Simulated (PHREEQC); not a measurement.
Model water analysis in mmol/kgw, 40 °C, pH 6.56:

```csv
constituent,mmol/kgw
Na,264
K,3.52
Ca,2.99
Mg,63
Cl,394
S(6),6.06
Alkalinity (meq/kgw),0.254
Si,1.44
B,0.477
```

Cl is adjusted to close the charge balance.
Valence states are taken as typed.

Model: Pitzer model, pitzer.dat, run in PHREEQC.

Each row changes one thing in this solution. Precipitation was switched off in this run.

```
case                                               HCO3- (mol/kgw)  CO2 (mol/kgw)  H3SiO4- (mol/kgw)  MgCO3 (mol/kgw)  CO3-2 (mol/kgw)  MgOH+ (mol/kgw)  SI of Gypsum (CaSO4:2H2O)
-------------------------------------------------  ---------------  -------------  -----------------  ---------------  ---------------  ---------------  -------------------------
as made                                                   0.000247        7.82e-5            2.58e-6          5.73e-7          3.37e-7          3.32e-7                      -1.71
pH from 6.56 to 6.26 at the same alkalinity               0.000251       0.000159            1.30e-6          2.92e-7          1.72e-7          1.66e-7                      -1.71
Alkalinity from 0.254 to 0.508 mmol/kgw                   0.000499       0.000158            2.58e-6          1.16e-6          6.82e-7          3.32e-7                      -1.71
temperature from 40 to 30 °C at the same typed pH         0.000248        8.57e-5            1.89e-6          4.50e-7          2.88e-7          1.50e-7                      -1.71
pH from 6.56 to 6.06 at the same alkalinity               0.000253       0.000253            8.17e-7          1.85e-7          1.09e-7          1.05e-7                      -1.71
```

Constants without temperature data keep their 25 °C values here.
